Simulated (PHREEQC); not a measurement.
A solution holds 57 mmol/kgw FeSO4, at 39 °C. Closed to the air; pH follows from the charge balance.

Equilibrium calculation in PHREEQC: ion-association model, phreeqc.dat.

Precipitation was switched off in this run.

Question: What pH, density, specific conductance does the model give?

Answer: pH 5.71; density 1.001 g/cm³; specific conductance 7400 µS/cm.

Question: In which forms is Fe present?

Answer: Fe+2 54 %, FeSO4 46 % of the Fe.

Complexes and solids missing from the database can't appear. Away from 25 °C the constants follow the database's enthalpies or fits; those with neither stay at their 25 °C values.
